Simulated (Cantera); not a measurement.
A closed system holds: 1 mol C₂F₆, 0.012 mol Si, 13 mol H₂, at 1425 K and 8.70 Pa.

Cantera equilibrium calculation (NASA polynomials, part measured and part estimated; ideal gas, pure solids and liquids). Candidate condensed phases: C, C₆H₆, C₇H₈, C₈H₁₈, Si, SiC; 113 gas species. The feed counts by its element totals alone. The tables' values for SiF₃ are old estimates; treat these amounts as uncertain. Rates play no part.

Base state: H₂ 0.626, HF 0.372, SiF₄ 0.000731, H 0.000579, SiF₃ 1.88e-5 (mole fractions); condensed: C(graphite).

Question: What changes in the equilibrium state with this change: H₂ from 13 to 1.2 mol?

Answer: 
| species | before | after |
|---|---|---|
| HF | 0.372 | 0.727 |
| CF₄ | <1e-9 | 0.268 |
| SiF₄ | 0.000731 | 0.00363 |
| H₂ | 0.626 | <1e-9 |
| CF₂ | <1e-9 | 0.000729 |
| F | 5.35e-9 | 0.000414 |
| CF₃ | <1e-9 | 4.65e-5 |
| C(graphite), mol | 2.00 | 1.11 |
Gases not in the tables: C₂F₆ and larger saturated fluorocarbons.
